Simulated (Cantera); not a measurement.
A Cantera script and its output.

```python
import numpy as np
import cantera as ct

gas = ct.Solution("gri30.yaml")
gas.TPX = 1675, 101325, {'CH4': 1, 'O2': 1.82, 'N2': 6.84}
reactor = ct.IdealGasReactor(gas, energy="on", clone=False)
net = ct.ReactorNet([reactor])
net.rtol, net.atol = 1e-08, 1e-16
show = ['CH4', 'O2', 'HO2', 'HCN', 'NO', 'H', 'C2H']
times = np.geomspace(3e-06, 0.4, 12)

steps = ct.SolutionArray(gas, extra=["t"])
rows = []
print(f"{'t/s':>10s}{'T/K':>9s}{'P/Pa':>11s}" + "".join(f"{s:>11s}" for s in show))
for t in times:
    while net.time < t:
        t_next = net.step()
        steps.append(gas.state, t=t_next)
    rows.append([np.interp(t, steps.t, y) for y in (steps.T, steps.P, *steps(*show).X.T)])
    print(f"{t:10.3e}{rows[-1][0]:9.1f}{rows[-1][1]:11.4g}" + "".join(f"{x:11.3e}" for x in rows[-1][2:]))
rate = np.gradient(steps.T, steps.t)
print("integrator steps:", len(steps.t))
if steps.T.max() > steps.T[0] + 200:
    print(f"time of steepest temperature rise: {steps.t[rate.argmax()]:.4e} s")
gas.TPX = 1675, 101325, {'CH4': 1, 'O2': 1.82, 'N2': 6.84}
gas.equilibrate("UV")
print(f"equilibrium (UV): T = {gas.T:.1f} K  " + "  ".join(f"{s} {gas[s].X[0]:.3e}" for s in show))
```

Output:

```
       t/s      T/K       P/Pa        CH4         O2        HO2        HCN         NO          H        C2H
 3.000e-06   1675.0  1.013e+05  1.035e-01  1.884e-01  1.513e-06  1.614e-16  2.467e-14  1.658e-07  9.102e-22
 8.771e-06   1674.9  1.013e+05  1.035e-01  1.884e-01  4.156e-06  1.601e-15  1.029e-13  1.861e-07  2.215e-19
 2.564e-05   1674.7  1.013e+05  1.034e-01  1.884e-01  9.919e-06  1.719e-14  5.154e-13  2.767e-07  6.496e-17
 7.496e-05   1675.0  1.013e+05  1.029e-01  1.881e-01  1.820e-05  2.928e-13  4.317e-12  9.835e-07  4.455e-14
 2.191e-04   1758.2   1.07e+05  8.488e-02  1.751e-01  2.344e-04  7.212e-10  6.400e-10  7.123e-05  4.182e-09
 6.407e-04   2969.6  1.933e+05  2.811e-14  1.682e-02  8.367e-06  6.575e-09  9.406e-03  1.844e-02  9.447e-18
 1.873e-03   2966.2  1.931e+05  2.909e-14  1.617e-02  8.070e-06  7.808e-09  1.160e-02  1.831e-02  9.481e-18
 5.476e-03   2966.2  1.931e+05  2.909e-14  1.617e-02  8.069e-06  7.811e-09  1.160e-02  1.831e-02  9.481e-18
 1.601e-02   2966.2  1.931e+05  2.909e-14  1.617e-02  8.069e-06  7.811e-09  1.160e-02  1.831e-02  9.481e-18
 4.680e-02   2966.2  1.931e+05  2.909e-14  1.617e-02  8.069e-06  7.811e-09  1.160e-02  1.831e-02  9.481e-18
 1.368e-01   2966.2  1.931e+05  2.909e-14  1.617e-02  8.069e-06  7.811e-09  1.160e-02  1.831e-02  9.481e-18
 4.000e-01   2966.2  1.931e+05  2.909e-14  1.617e-02  8.069e-06  7.811e-09  1.160e-02  1.831e-02  9.481e-18
integrator steps: 1736
time of steepest temperature rise: 2.4873e-04 s
equilibrium (UV): T = 2966.2 K  CH4 3.764e-14  O2 1.617e-02  HO2 8.069e-06  HCN 7.811e-09  NO 1.160e-02  H 1.831e-02  C2H 9.949e-18
```

Computed with Cantera and GRI-Mech 3.0 (53 species, 325 reactions).
